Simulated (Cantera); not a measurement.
Input (Python, Cantera):

```python
import numpy as np
import cantera as ct

gas = ct.Solution("gri30.yaml")
gas.TPX = 475, 500000, {'CH4': 1, 'C2H6': 0.12, 'O2': 1.42, 'N2': 5.35, 'H2': 0.23}
inlet = ct.Reservoir(gas, clone=True)
gas.equilibrate("HP")  # start burning
reactor = ct.IdealGasConstPressureReactor(gas, energy="on", clone=False)
exhaust = ct.Reservoir(gas, clone=True)
tau = [0.29, 0.12, 0.045, 0.018, 0.0069, 0.0027, 0.0011, 0.00041, 0.00016, 6.3e-05, 2.5e-05, 9.6e-06, 3.8e-06][0]
for a, b in ((inlet, reactor), (reactor, exhaust)):
    ct.MassFlowController(a, b, mdot=lambda t: reactor.mass / tau)
net = ct.ReactorNet([reactor])
show = ['CH4', 'C2H6', 'O2', 'CH2CO', 'NO2']

rows = []
print(f"{'tau/s':>10s}{'T/K':>9s}" + "".join(f"{s:>11s}" for s in show))
for tau in [0.29, 0.12, 0.045, 0.018, 0.0069, 0.0027, 0.0011, 0.00041, 0.00016, 6.3e-05, 2.5e-05, 9.6e-06, 3.8e-06]:
    net.initial_time = 0.0
    net.advance(30 * tau)
    before = gas.X
    net.advance(40 * tau)
    drift = np.max(np.abs(gas.X - before) / (gas.X + 1e-9))
    rows.append([gas.T, *gas[show].X, drift])
    print(f"{tau:10.3e}{gas.T:9.1f}" + "".join(f"{x:11.3e}" for x in gas[show].X))
```

Output:

```
     tau/s      T/K        CH4       C2H6         O2      CH2CO        NO2
 2.900e-01   1883.5  3.515e-03  1.040e-06  6.963e-05  3.249e-06  9.735e-12
 1.200e-01   1893.0  5.016e-03  2.427e-06  1.530e-04  6.934e-06  1.820e-11
 4.500e-02   1903.8  6.950e-03  5.776e-06  3.594e-04  1.500e-05  3.590e-11
 1.800e-02   1911.9  8.964e-03  1.249e-05  7.818e-04  2.952e-05  6.517e-11
 6.900e-03   1914.6  1.127e-02  2.787e-05  1.726e-03  5.874e-05  1.149e-10
 2.700e-03   1905.2  1.384e-02  6.365e-05  3.703e-03  1.155e-04  1.878e-10
 1.100e-03   1872.0  1.714e-02  1.582e-04  7.921e-03  2.300e-04  2.825e-10
 4.100e-04    475.0  1.232e-01  1.478e-02  1.749e-01 -9.607e-17 -3.995e-21
 1.600e-04    475.0  1.232e-01  1.478e-02  1.749e-01  4.073e-20  1.694e-24
 6.300e-05    475.0  1.232e-01  1.478e-02  1.749e-01  2.377e-21  9.885e-26
 2.500e-05    475.0  1.232e-01  1.478e-02  1.749e-01  1.502e-22  6.244e-27
 9.600e-06    475.0  1.232e-01  1.478e-02  1.749e-01  9.485e-24  3.944e-28
 3.800e-06    475.0  1.232e-01  1.478e-02  1.749e-01  5.991e-25  2.491e-29
```

Cantera simulation using GRI-Mech 3.0 (53 species, 325 reactions); the numbers are that mechanism's predictions, not measurements.
